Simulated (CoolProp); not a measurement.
R22 at 298.15 K and 2.07 MPa is throttled through a valve to 0.801 MPa with no heat exchange. Each further row changes one setting.

Model: reference Helmholtz-energy equation of state, Kamei 1995, in CoolProp.

| case | temperature change (K) | final phase | final density (kg/m³) |
|---|---|---|---|
| as stated | -9.5 | two-phase, vapour fraction 0.061 | 388 |
| outlet pressure 0.24 MPa | -45.6 | two-phase, vapour fraction 0.244 | 42.2 |
| outlet pressure 1.04 MPa | -0.1 | two-phase, vapour fraction 0.001 | 1160 |
